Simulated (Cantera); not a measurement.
Input: 1 mol Si, 1.8 mol Cl₂, 0.71 mol H₂, held at 925 K and 11.0 bar.

Equilibrium computed with Cantera from the NASA thermochemical tables; the gas is ideal and each condensed phase is pure. Candidate condensed phases: Si; 19 gas species. The tables' values for SiCl₃ are old estimates; treat these amounts as uncertain. Rates play no part.

Base state: SiCl₄ 0.436, H₂ 0.356, SiHCl₃ 0.196, SiH₂Cl₂ 0.00866, HCl 0.00288, SiCl₃ 0.000607, SiH₃Cl 9.44e-5, SiCl₂ 3.35e-5 (mole fractions); condensed: Si(s).

**Question.** What changes in the equilibrium state with this change: temperature from 925 K to 1248 K?

**Answer.** 
```
species       before     after
----------  --------  --------
SiCl₄          0.436     0.419
H₂             0.356     0.345
SiHCl₃         0.196     0.171
HCl          0.00288    0.0299
SiCl₃       0.000607    0.0194
SiCl₂        3.35e-5   0.00648
SiH₃Cl       9.44e-5  0.000145
SiH₂Cl₂      0.00866   0.00944
Si(s), mol    0.0192    0.0250
```
